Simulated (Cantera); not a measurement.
A closed system holds: 1 mol SrCl2, 4.5 mol O2, 410 mol N2, at 713 Torr.

Equilibrium computed with Cantera from the NASA thermochemical tables; the gas is ideal and each condensed phase is pure. Candidate condensed phases: Sr, SrCl2, SrO; 16 gas species. Mutual solubility and eutectic melting of coexisting phases are not modelled. Condensed phases not in the tables: oxide chlorides. Rates play no part.

x: gas mole fraction; n: condensed amount in mol.

```json
[
 {"T (K)": "1325", "x N2": "0.989", "x O2": "0.0108", "x NO": "0.000118", "x SrCl2": "2.16e-5", "n SrCl2(l)": "0.991", "n SrO(s)": "[?]"},
 {"T (K)": "1400", "x N2": "0.989", "x O2": "0.0108", "x NO": "0.000184", "x SrCl2": "8.99e-5", "n SrCl2(l)": "0.962", "n SrO(s)": "[?]"},
 {"T (K)": "1475", "x N2": "0.989", "x O2": "0.0107", "x NO": "0.000273", "x SrCl2": "0.000319", "n SrCl2(l)": "0.865", "n SrO(s)": "[?]"},
 {"T (K)": "1550", "x N2": "0.988", "x O2": "0.0106", "x NO": "0.000391", "x SrCl2": "0.000985", "n SrCl2(l)": "0.583", "n SrO(s)": "[?]"},
 {"T (K)": "1625", "x N2": "0.986", "x O2": "0.0105", "x NO": "0.000539", "x SrCl2": "0.00237", "n SrCl2(l)": "0", "n SrO(s)": "[?]"},
 {"T (K)": "1700", "x N2": "0.986", "x O2": "0.0104", "x NO": "0.000724", "x SrCl2": "0.00236", "n SrCl2(l)": "0", "n SrO(s)": "[?]"},
 {"T (K)": "1775", "x N2": "0.986", "x O2": "0.0103", "x NO": "0.000946", "x SrCl2": "0.00235", "n SrCl2(l)": "0", "n SrO(s)": "[?]"},
 {"T (K)": "1850", "x N2": "0.986", "x O2": "0.0102", "x NO": "0.00121", "x SrCl2": "0.00233", "n SrCl2(l)": "0", "n SrO(s)": "[?]"},
 {"T (K)": "1925", "x N2": "0.986", "x O2": "0.0100", "x NO": "0.00151", "x SrCl2": "0.00231", "n SrCl2(l)": "0", "n SrO(s)": "[?]"},
 {"T (K)": "2000", "x N2": "0.986", "x O2": "0.00981", "x NO": "0.00185", "x SrCl2": "0.00229", "n SrCl2(l)": "0", "n SrO(s)": "[?]"},
 {"T (K)": "2075", "x N2": "0.986", "x O2": "0.00959", "x NO": "0.00223", "x SrCl2": "0.00227", "n SrCl2(l)": "0", "n SrO(s)": "[?]"},
 {"T (K)": "2150", "x N2": "0.985", "x O2": "0.00933", "x NO": "0.00265", "x SrCl2": "0.00225", "n SrCl2(l)": "0", "n SrO(s)": "[?]"}
]
```

What belongs in the gaps?


- 1325, n SrO(s): 0.000424
- 1400, n SrO(s): 0.00124
- 1475, n SrO(s): 0.00325
- 1550, n SrO(s): 0.00771
- 1625, n SrO(s): 0.0157
- 1700, n SrO(s): 0.0202
- 1775, n SrO(s): 0.0254
- 1850, n SrO(s): 0.0315
- 1925, n SrO(s): 0.0383
- 2000, n SrO(s): 0.0459
- 2075, n SrO(s): 0.0541
- 2150, n SrO(s): 0.0624
